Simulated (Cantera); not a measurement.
Input (Python, Cantera) and output of one run.

```python
import numpy as np
import cantera as ct

gas_names = """
    AL ALCL ALCL2 ALCL3 ALN ALO ALOCL ALO2 AL2 AL2CL6 AL2O AL2O2 CL CLO CL2 N NO NO2 NO3 N2 N2O O O2 O3
""".split()
cond_names = """
    AL(cr) AL(L) ALCL3(s) ALCL3(L) ALN(s) AL2O3(a) AL2O3(L)
""".split()


def load(file, names, dense=False):
    # The tables refer to 1 bar. Condensed volumes are neglected.
    table = {s.name: s for s in ct.Species.list_from_file(file)}
    out = []
    for n in names:
        d = dict(table[n].input_data)
        d["thermo"] = dict(d["thermo"], **{"reference-pressure": 1e5})
        if dense:
            d["equation-of-state"] = {"model": "constant-volume", "density": "1e6 g/cm^3"}
        out.append(ct.Species.from_dict(d))
    return out


gas = ct.Solution(thermo="ideal-gas", species=load("nasa_gas.yaml", gas_names))
cond = {s.name: ct.Solution(thermo="fixed-stoichiometry", species=[s], name=s.name)
        for s in load("nasa_condensed.yaml", cond_names, dense=True)}
atoms = {
    'AlCl3': {'AL': 1, 'CL': 3},
    'O2': {'O': 2},
    'N2': {'N': 2},
    'N2O': {'N': 2, 'O': 1},
}
top_T = {'ALN(s)': 2750}  # K; cautious upper limits of use, not melting points


def equilibrate(T, P, feed):
    n = {}
    for name, mol in feed.items():
        for a, k in atoms[name].items():
            n[a] = n.get(a, 0.0) + k * mol
    gas.TPX = T, P, n
    mass = sum(n.values()) * gas.mean_molecular_weight
    gas.equilibrate("TP")
    valid = [c for c in cond.values() if c.min_temp <= T <= top_T.get(c.name, c.max_temp)]
    mix = ct.Mixture([(gas, mass / gas.mean_molecular_weight)] + [(c, 0.0) for c in valid])
    mix.T, mix.P = T, P
    mix.equilibrate("TP", solver="vcs", rtol=1e-11, max_steps=5000)
    return mix


results = []
feed = {'AlCl3': 1, 'O2': 30, 'N2': 4.2, 'N2O': 30}  # mol
P = 24  # Pa
for T in [948, 1023, 1098, 1173, 1248, 1323, 1398]:
    mix = equilibrate(T, P, feed)
    results.append((T, P, feed, dict(zip(mix.species_names, mix.species_moles))))

top = {s: max(r[3][s] / sum(r[3][g] for g in gas_names) for r in results) for s in gas_names}
cols = sorted((s for s in top if top[s] > 0.0001), key=lambda s: -top[s])[:6]
seen = [c for c in cond_names if any(r[3].get(c, 0) > 1e-12 for r in results)]
print("log10 of partial pressures in bar; condensed amounts in mol")
print(f"{'T/K':>10s}" + "".join(f"{s[:9]:>10s}" for s in cols + seen))
for T, P, feed, n in results:
    ng = sum(n[g] for g in gas_names)
    print(f"{T:10.4g}" + "".join(f"{np.log10(max(n[s] / ng * P / 1e5, 1e-99)):10.3f}" for s in cols)
          + "".join(f"{n.get(c, 0):10.4g}" for c in seen))
```

Result:

```
log10 of partial pressures in bar; condensed amounts in mol
       T/K        O2        N2        CL       CL2        NO  AL2O3(a)
       948    -3.877    -3.989    -6.449    -5.364    -8.309       0.5
      1023    -3.878    -3.990    -5.966    -5.403    -7.940       0.5
      1098    -3.879    -3.991    -5.580    -5.500    -7.623       0.5
      1173    -3.881    -3.993    -5.304    -5.706    -7.347       0.5
      1248    -3.883    -3.995    -5.147    -6.061    -7.104       0.5
      1323    -3.884    -3.996    -5.083    -6.529    -6.888       0.5
      1398    -3.885    -3.997    -5.063    -7.020    -6.695       0.5
```

These are equilibrium values from Cantera (NASA tables, ideal gas, pure condensed phases), not measurements of a reactor. Condensed phases not in the tables: AlOCl.
